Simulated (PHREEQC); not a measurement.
Dissolve 0.023 mol/kgw HF and 0.0085 mol/kgw NH4F at 25 °C. Closed to the air; pH follows from the charge balance.

Computed with PHREEQC (ion-association model, wateq4f.dat).

This is a speciation only: nothing precipitates in the calculation.

### Question
Order these F species by the share of F that they hold, largest first: HF2-, HF, F-, H2F2.

### Answer
HF (60 %), F- (30 %), H2F2 (5.9 %), HF2- (4.3 %)

The pH is 2.83 and the ionic strength 0.0101 mol/kgw. Complexes and solids missing from the database can't appear. wateq4f.dat counts part of the HF as a dimer, H2F2, which phreeqc.dat doesn't know; its constant is uncertain.
